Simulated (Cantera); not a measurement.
**Equilibrium for nitride etching: Si3N4 + H2 + N2 + H2O**

Input: 1 mol Si3N4, 250 mol H2, 9.9 mol N2, 11 mol H2O, held at 10.0 mbar.

Cantera equilibrium calculation (NASA polynomials, part measured and part estimated; ideal gas, pure solids and liquids). Candidate condensed phases: H2O, Si, SiO2, Si2N2O, Si3N4; 35 gas species. The tables hold silica as quartz up to 1696 K and as liquid above; real silica turns to tridymite and cristobalite and melts near 1996 K. Rates play no part.

```json
[
 {"T (°C)": "875", "log p H2": "-2.03", "log p N2": "-3.36", "log p H": "-8.16", "log p H2O": "-3.74", "log p SiO": "-12.88", "n SiO2(β-quartz)": "3.00", "n SiO2(condensed)": "0"},
 {"T (°C)": "950", "log p H2": "-2.03", "log p N2": "-3.36", "log p H": "-7.54", "log p H2O": "-3.74", "log p SiO": "-11.35", "n SiO2(β-quartz)": "3.00", "n SiO2(condensed)": "0"},
 {"T (°C)": "1025", "log p H2": "-2.03", "log p N2": "-3.36", "log p H": "-6.98", "log p H2O": "-3.74", "log p SiO": "-10.00", "n SiO2(β-quartz)": "3.00", "n SiO2(condensed)": "0"},
 {"T (°C)": "1100", "log p H2": "-2.03", "log p N2": "-3.36", "log p H": "-6.49", "log p H2O": "-3.74", "log p SiO": "-8.80", "n SiO2(β-quartz)": "3.00", "n SiO2(condensed)": "0"},
 {"T (°C)": "1175", "log p H2": "-2.03", "log p N2": "-3.36", "log p H": "-6.05", "log p H2O": "-3.74", "log p SiO": "-7.73", "n SiO2(β-quartz)": "3.00", "n SiO2(condensed)": "0"},
 {"T (°C)": "1250", "log p H2": "-2.03", "log p N2": "-3.36", "log p H": "-5.65", "log p H2O": "-3.74", "log p SiO": "-6.77", "n SiO2(β-quartz)": "3.00", "n SiO2(condensed)": "0"},
 {"T (°C)": "1325", "log p H2": "-2.03", "log p N2": "-3.36", "log p H": "-5.29", "log p H2O": "-3.73", "log p SiO": "-5.91", "n SiO2(β-quartz)": "2.97", "n SiO2(condensed)": "0"},
 {"T (°C)": "1400", "log p H2": "-2.03", "log p N2": "-3.36", "log p H": "-4.96", "log p H2O": "-3.72", "log p SiO": "-5.13", "n SiO2(β-quartz)": "2.80", "n SiO2(condensed)": "0"},
 {"T (°C)": "1475", "log p H2": "-2.03", "log p N2": "-3.36", "log p H": "-4.66", "log p H2O": "-3.67", "log p SiO": "-4.48", "n SiO2(β-quartz)": "0", "n SiO2(condensed)": "2.09"},
 {"T (°C)": "1550", "log p H2": "-2.04", "log p N2": "-3.37", "log p H": "-4.38", "log p H2O": "-3.54", "log p SiO": "-3.97", "n SiO2(β-quartz)": "0", "n SiO2(condensed)": "0.0139"},
 {"T (°C)": "1625", "log p H2": "-2.04", "log p N2": "-3.37", "log p H": "-4.13", "log p H2O": "-3.54", "log p SiO": "-3.97", "n SiO2(β-quartz)": "0", "n SiO2(condensed)": "0"},
 {"T (°C)": "1700", "log p H2": "-2.04", "log p N2": "-3.37", "log p H": "-3.89", "log p H2O": "-3.54", "log p SiO": "-3.97", "n SiO2(β-quartz)": "0", "n SiO2(condensed)": "0"},
 {"T (°C)": "1775", "log p H2": "-2.05", "log p N2": "-3.37", "log p H": "-3.67", "log p H2O": "-3.54", "log p SiO": "-3.97", "n SiO2(β-quartz)": "0", "n SiO2(condensed)": "0"},
 {"T (°C)": "1850", "log p H2": "-2.05", "log p N2": "-3.37", "log p H": "-3.47", "log p H2O": "-3.55", "log p SiO": "-3.97", "n SiO2(β-quartz)": "0", "n SiO2(condensed)": "0"}
]
```
log p: log10 of the partial pressure in bar; n: condensed amount in mol.

From 875 °C to 1400 °C the condensed part is SiO2(β-quartz). From 1475 °C to 1550 °C the condensed part is SiO2(condensed). From 1625 °C to 1850 °C nothing is condensed.
